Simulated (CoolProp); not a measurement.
A closed Brayton cycle with nitrogen: compressor inlet 313.15 K and 2.2 MPa, high pressure 6.36 MPa, turbine inlet 715 K, compressor efficiency 0.89, turbine efficiency 0.9, recuperator effectiveness 0.95 (on enthalpy, no pinch check). Each further row changes one setting.

Computed with CoolProp (reference Helmholtz-energy equation of state, Span 2000).

| case | thermal efficiency (%) | net work (kJ/kg) | compressor to turbine work | compressor exit (K) | turbine exit (K) |
|---|---|---|---|---|---|
| as stated | 25.5 | 47.9 | 0.73 | 438.8 | 551.9 |
| turbine inlet 665 K | 20.3 | 35.1 | … | 438.8 | 512.0 |
| compressor inlet 323.15 K | … | 43.5 | … | … | 551.9 |
| high pressure 5.41 MPa | 28.1 | … | 0.70 | 417.1 | 574.2 |
| recuperator effectiveness 0.5 | … | 47.9 | 0.73 | 438.8 | 551.9 |

What belongs in the gaps?


- turbine inlet 665 K, compressor to turbine work: 0.79
- compressor inlet 323.15 K, thermal efficiency (%): 23.3
- compressor inlet 323.15 K, compressor to turbine work: 0.76
- compressor inlet 323.15 K, compressor exit (K): 452.6
- high pressure 5.41 MPa, net work (kJ/kg): 46.5
- recuperator effectiveness 0.5, thermal efficiency (%): 19.8
